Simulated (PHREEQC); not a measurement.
**Buffer**

Dissolve 150 mmol/kgw KHCO3 and 27 mmol/kgw Na2HPO4 at 20 °C. Closed to the air; pH follows from the charge balance.

Equilibrium calculation in PHREEQC: ion-association model, phreeqc.dat.

Each row changes one thing in this solution. This is a speciation only: nothing precipitates in the calculation.

```csv
case,pH,ionic strength (mol/kgw),Na+ (mol/kgw),HPO4-2 (mol/kgw),H2PO4- (mol/kgw),NaHPO4- (mol/kgw)
as made,8.17,0.224,0.0507,0.0234,0.00103,0.000671
0.012 mol/kgw Na2CO3 added,8.79,0.253,0.0711,0.0240,0.000240,0.000927
diluted 100-fold with water,8.47,0.00232,0.000539,0.000257,1.23e-5,2.19e-7
Na2HPO4 from 0.027 to 0.0243 mol/kgw,8.17,0.217,0.0456,0.0211,0.000937,0.000550
diluted 5-fold with water,8.33,0.0459,0.0106,0.00499,0.000220,4.91e-5
KHCO3 from 0.15 to 0.03 mol/kgw,8.44,0.107,0.0524,0.0248,0.000703,0.000936
KHCO3 left out,9.34,0.0789,0.0529,0.0257,9.93e-5,0.00108
```

Complexes and solids missing from the database can't appear.
